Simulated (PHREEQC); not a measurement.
Consider water at 5 °C with 0.16 mol/kgw CuSO4, 0.0017 mol/kgw CuCl2, 0.005 mol/kgw HCl and 0.27 mol/kgw Na2SO4. Closed to the air; pH follows from the charge balance.

Computed with PHREEQC (ion-association model, phreeqc.dat).

No solid was allowed to form.

### Question
Estimate the pH.

### Answer
pH 2.98.

### Question
In which forms is S present?

### Answer
SO4-2 57 %, CuSO4 21 %, NaSO4- 21 %, HSO4- 0.8 % of the S.

The ionic strength is past about 0.7 mol/kgw, beyond the range of this activity model, so the values are rough. Species that the database lacks are ignored. Constants without temperature data keep their 25 °C values here.
